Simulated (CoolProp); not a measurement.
trans-2-butene along the isobar 3.76 MPa: fugacity coefficient from the reference equation and from simpler models built on Tc = 428.6 K, pc = 4.019 MPa, ω = 0.210; each cubic takes its own stable root.

Computed with CoolProp (reference Helmholtz-energy equation of state, Lemmon 2005). It is a short technical equation, of lower accuracy than the large ones.

| T (K) | phase | reference | van der Waals | Redlich-Kwong | Soave-Redlich-Kwong |
|---|---|---|---|---|---|
| 191 | liquid | 0.0002604 | 0.01731 | 0.0005167 | 0.0002447 |
| 206.2 | liquid | 0.0008733 | 0.02928 | 0.001688 | 0.0008326 |
| 221.4 | liquid | 0.002417 | 0.04597 | 0.004486 | 0.002337 |
| 236.6 | liquid | 0.005742 | 0.06795 | 0.01015 | 0.005625 |
| 251.8 | liquid | 0.01205 | 0.09562 | 0.02022 | 0.01195 |
| 267 | liquid | 0.02285 | 0.1291 | 0.03635 | 0.02292 |
| 282.2 | liquid | 0.03984 | 0.1684 | 0.06011 | 0.04034 |
| 297.4 | liquid | 0.06473 | 0.2133 | 0.09279 | 0.06608 |
| 312.6 | liquid | 0.09907 | 0.2634 | 0.1352 | 0.1018 |
| 327.8 | liquid | 0.1441 | 0.3181 | 0.1877 | 0.1489 |
| 343 | liquid | 0.2005 | 0.3768 | 0.2499 | 0.2079 |
| 358.2 | liquid | 0.2684 | 0.4386 | 0.3210 | 0.2789 |
| 373.4 | liquid | 0.3474 | 0.5027 | 0.3995 | 0.3609 |
| 388.6 | liquid | 0.4360 | 0.5679 | 0.4832 | 0.4521 |
| 403.8 | liquid | 0.5321 | 0.6326 | 0.5694 | 0.5489 |
| 418.9 | liquid | 0.6307 | 0.6938 | 0.6527 | 0.6451 |
